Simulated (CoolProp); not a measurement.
Saturated liquid density (kg/m³) of n-perfluorohexane: the reference equation beside estimates from Tc = 174.9 °C, pc = 1.742 MPa, ω = 0.497. Rackett uses Z = 0.29056 − 0.08775 ω.

Values from CoolProp's reference Helmholtz-energy equation of state, Gao 2022.

| T (°C) | reference | Rackett | van der Waals | Soave-Redlich-Kwong |
|---|---|---|---|---|
| 82.25 | 1494 | 1561 | 821.1 | 1272 |
| 89.45 | 1467 | 1529 | 805.2 | 1242 |
| 96.65 | [?] | 1496 | 788.7 | 1211 |
| 103.95 | 1410 | [?] | 771.0 | 1178 |
| 111.15 | 1379 | 1426 | [?] | 1142 |
| 118.35 | 1345 | 1388 | [?] | 1104 |
| 125.65 | 1309 | 1347 | 712.0 | [?] |
| 132.85 | 1269 | 1303 | 689.6 | 1017 |

Some entries are withheld; supply them.


- 96.65, reference: 1439
- 103.95, Rackett: 1462
- 111.15, van der Waals: 752.6
- 118.35, van der Waals: 733.1
- 125.65, Soave-Redlich-Kwong: 1062

Absolute difference from the reference over all 8 rows, mean and median: Rackett 3.6 and 3.5 %, van der Waals 45.4 and 45.4 %, Soave-Redlich-Kwong 17.0 and 16.8 %.
